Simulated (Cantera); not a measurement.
Cantera run, input and output.

```python
import numpy as np
import cantera as ct

gas = ct.Solution("gri30.yaml")
gas.TPX = 423, 1000000, {'CH4': 1, 'C2H6': 0.057, 'C3H8': 0.054, 'O2': 1.3, 'N2': 7.14}
inlet = ct.Reservoir(gas, clone=True)
gas.equilibrate("HP")  # start burning
reactor = ct.IdealGasConstPressureReactor(gas, energy="on", clone=False)
exhaust = ct.Reservoir(gas, clone=True)
tau = [0.055, 0.026, 0.012, 0.0059, 0.0028, 0.0013, 0.00063, 0.0003, 0.00014, 6.7e-05, 3.2e-05, 1.5e-05, 7.2e-06][0]
for a, b in ((inlet, reactor), (reactor, exhaust)):
    ct.MassFlowController(a, b, mdot=lambda t: reactor.mass / tau)
net = ct.ReactorNet([reactor])
show = ['CH4', 'C2H6', 'C3H8', 'CH3', 'H2O']

rows = []
print(f"{'tau/s':>10s}{'T/K':>9s}" + "".join(f"{s:>11s}" for s in show))
for tau in [0.055, 0.026, 0.012, 0.0059, 0.0028, 0.0013, 0.00063, 0.0003, 0.00014, 6.7e-05, 3.2e-05, 1.5e-05, 7.2e-06]:
    net.initial_time = 0.0
    net.advance(30 * tau)
    before = gas.X
    net.advance(40 * tau)
    drift = np.max(np.abs(gas.X - before) / (gas.X + 1e-9))
    rows.append([gas.T, *gas[show].X, drift])
    print(f"{tau:10.3e}{gas.T:9.1f}" + "".join(f"{x:11.3e}" for x in gas[show].X))
```

It prints:

```
     tau/s      T/K        CH4       C2H6       C3H8        CH3        H2O
 5.500e-02   1611.1  2.218e-02  8.942e-05  2.122e-06  7.036e-05  1.295e-01
 2.600e-02   1602.0  2.379e-02  1.528e-04  4.691e-06  9.104e-05  1.290e-01
 1.200e-02   1580.6  2.557e-02  2.747e-04  1.175e-05  1.146e-04  1.273e-01
 5.900e-03   1541.6  2.809e-02  5.018e-04  3.191e-05  1.348e-04  1.237e-01
 2.800e-03   1310.5  4.364e-02  1.571e-03  4.091e-04  7.931e-05  1.007e-01
 1.300e-03    423.0  1.047e-01  5.968e-03  5.654e-03  2.741e-24 -2.428e-16
 6.300e-04    423.0  1.047e-01  5.968e-03  5.654e-03  1.512e-24 -2.747e-19
 3.000e-04    423.0  1.047e-01  5.968e-03  5.654e-03  7.698e-25 -1.735e-20
 1.400e-04    423.0  1.047e-01  5.968e-03  5.654e-03  3.634e-25 -1.096e-21
 6.700e-05    423.0  1.047e-01  5.968e-03  5.654e-03  1.736e-25 -6.923e-23
 3.200e-05    423.0  1.047e-01  5.968e-03  5.654e-03  8.294e-26 -4.373e-24
 1.500e-05    423.0  1.047e-01  5.968e-03  5.654e-03  3.898e-26 -2.762e-25
 7.200e-06    423.0  1.047e-01  5.968e-03  5.654e-03  1.866e-26 -1.745e-26
```

Model: GRI-Mech 3.0 (53 species, 325 reactions), integrated in Cantera.
